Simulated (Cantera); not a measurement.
Premixed flame

A freely propagating, adiabatic, planar premixed flame of CH4 : C2H6 : C3H8 : O2 : N2 = 1 : 0.76 : 0.13 : 7.93 : 29.8 (molar parts), unburnt at 600 K and 0.133 bar; mixture-averaged transport, grid criteria slope 0.08 and curve 0.16, no radiation.

Cantera simulation using GRI-Mech 3.0 (53 species, 325 reactions); the numbers are that mechanism's predictions, not measurements. Burning velocities carry a grid error of a few per cent, more on coarse grids.

```
z (mm)  T (K)  u (m/s)     x CH4    x C2H6   x C3H8    x C2H4      x OH    x C2H2
------  -----  -------  --------  --------  -------  --------  --------  --------
-6.59     600     1.36    0.0252    0.0192  0.00328   2.06e-7     <1e-8     <1e-8
-4.39     601     1.36    0.0252    0.0191  0.00328   4.15e-6     <1e-8   4.28e-8
-3.29     605     1.37    0.0250    0.0191  0.00327   1.91e-5   2.01e-8   2.00e-7
-2.20     636     1.45    0.0243    0.0188  0.00323  0.000174   1.08e-6   2.07e-6
-1.10     877     2.02    0.0196    0.0147  0.00260   0.00145   3.59e-5   3.00e-5
-0.549   1185     2.77    0.0130   0.00714  0.00117   0.00244  0.000331   9.14e-5
0        1504     3.56   0.00458  0.000691  7.35e-5   0.00122   0.00231  0.000145
0.549    1633     3.87  0.000641   5.98e-6  2.35e-7   8.97e-5   0.00523   2.64e-5
1.10     1663     3.94   5.27e-5   1.66e-8    <1e-8   2.48e-6   0.00661   1.01e-6
2.20     1691     3.99   3.15e-7     <1e-8    <1e-8     <1e-8   0.00754     <1e-8
4.39     1728     4.06     <1e-8     <1e-8    <1e-8     <1e-8   0.00807     <1e-8
8.78     1777     4.16     <1e-8     <1e-8    <1e-8     <1e-8   0.00823     <1e-8
17.6     1839     4.28     <1e-8     <1e-8    <1e-8     <1e-8   0.00798     <1e-8
```
x: mole fraction of selected species; z is measured from the peak of heat release.

```yaml
laminar_burning_velocity: 136 cm/s
thermal_thickness: 2.20 mm
peak x(C2H4): 0.00245
peak x(OH): 0.00823
peak x(C2H2): 0.000151
grid_points: 137
```
